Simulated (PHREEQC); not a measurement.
Solution (25 °C): 0.0096 mol/kgw FeCl2. Closed to the air; pH follows from the charge balance.

Computed with PHREEQC (ion-association model, phreeqc.dat).

Precipitation was switched off in this run.

Problem. What pH does the model give?

Solution. pH 5.88.

Problem. In which forms is Fe present?

Solution. Fe+2 99 %, FeCl+ 1.4 % of the Fe.
